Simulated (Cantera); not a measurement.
A Cantera script and what it prints.

```python
import numpy as np
import cantera as ct

gas_names = [...]  # 151 gases of nasa_gas.yaml made of C, H, N, O, Si
cond_names = """
    C(gr) C6H6(L) C7H8(L) C8H18(L),n-octa H2O(s) H2O(L) Si(cr) Si(L) SiC(b) SiO2(Lqz) SiO2(hqz) SiO2(L)
    Si2N2O(s) Si3N4(a)
""".split()


# ... load() reads the species with a 1 bar reference pressure and builds the phases ...
atoms = {
    'HMDSO': {'Si': 2, 'C': 6, 'H': 18, 'O': 1},
    'N2O': {'N': 2, 'O': 1},
    'H2': {'H': 2},
    'CO2': {'C': 1, 'O': 2},
}
top_T = {'C(gr)': 4500, 'SiC(b)': 3050, 'Si2N2O(s)': 2100, 'Si3N4(a)': 2400}  # K; cautious upper limits of use, not melting points


# ... equilibrate(T, P, feed) seeds the gas with the atoms and calls Mixture.equilibrate('TP', solver="vcs", rtol=1e-11, max_steps=5000) ...
results = []
feed = {'HMDSO': 1, 'N2O': 0.2, 'H2': 8.8, 'CO2': 11}  # mol
T = 1973  # K
P = 100000  # Pa
mix = equilibrate(T, P, feed)
results.append((T, P, feed, dict(zip(mix.species_names, mix.species_moles))))
print(gas.report(threshold=1e-05))
for i in range(1, mix.n_phases):
    print(f"{mix.phase(i).name:16s} {mix.phase_moles(i):12.5e} mol")
```

It prints:

```
       temperature   1973 K
          pressure   1e+05 Pa
           density   0.096359 kg/m^3
  mean mol. weight   15.807 kg/kmol
   phase of matter   gas

                          1 kg             1 kmol
                     ---------------   ---------------
          enthalpy       -8.8627e+05       -1.4009e+07  J
   internal energy       -1.9241e+06       -3.0414e+07  J
           entropy             14860        2.3489e+05  J/K
    Gibbs function       -3.0204e+07       -4.7745e+08  J
 heat capacity c_p            2297.7             36320  J/K
 heat capacity c_v            1771.7             28005  J/K

                      mass frac. Y      mole frac. X     chem. pot. / RT
                     ---------------   ---------------   ---------------
                CO           0.83888           0.47341           -35.142
               CO2          0.033065          0.011876           -60.042
                 H        5.8124e-05        0.00091148           -10.111
                H2          0.058199           0.45633           -20.222
               H2O          0.058504          0.051334           -45.122
                N2          0.010117         0.0057088           -32.061
               SiO         0.0011641        0.00041742           -43.513
     [ +144 minor]        1.2939e-05        1.1155e-05

C(gr)             0.00000e+00 mol
Si(L)             0.00000e+00 mol
SiC(b)            0.00000e+00 mol
SiO2(L)           1.98537e+00 mol
Si2N2O(s)         0.00000e+00 mol
Si3N4(a)          0.00000e+00 mol
```

Method: chemical equilibrium by Gibbs-energy minimisation in Cantera with the NASA 1993 tables (ideal gas, pure condensed phases). The feed counts by its element totals alone. The tables hold silica as quartz up to 1696 K and as liquid above; real silica turns to tridymite and cristobalite and melts near 1996 K. Gases not in the tables: Si(OH)4.
